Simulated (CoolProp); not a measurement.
Saturation properties of C2F6 (R116) (Tc = 293.0 K, pc = 3048 kPa, ω = 0.257).

Values from CoolProp's reference Helmholtz-energy equation of state, Lemmon 2006. It is a short technical equation, of lower accuracy than the large ones.

| T (K) | p (kPa) | liquid density (kg/m³) | vapour Z | liquid viscosity (µPa s) |
|---|---|---|---|---|
| 231.1 | 501.5 | 1430 | 0.8610 | 228 |
| 234.3 | 563.1 | 1412 | 0.8492 | 216 |
| 237.5 | 630.1 | 1394 | 0.8366 | 205 |
| 240.8 | 705.3 | (withheld) | 0.8229 | 194 |
| 244 | (withheld) | 1355 | (withheld) | 184 |
| 247.2 | 869.9 | 1335 | 0.7940 | 174 |
| 250.5 | 965.1 | 1314 | 0.7777 | 164 |
| 253.7 | 1065 | (withheld) | 0.7611 | 155 |
| 256.9 | 1172 | 1270 | 0.7434 | 146 |
| 260.1 | (withheld) | 1246 | 0.7245 | 138 |
| 263.4 | 1413 | 1220 | 0.7038 | 129 |

Problem. Fill in the missing entries.

Solution. 
- 240.8, liquid density (kg/m³): 1374
- 244, p (kPa): 784.4
- 244, vapour Z: 0.8088
- 253.7, liquid density (kg/m³): 1292
- 260.1, p (kPa): 1286

It boils at 195.1 K under 1 atm.

Viscosity comes from a separate model (Huber 2003), an estimate that may be off by 10 % or more.
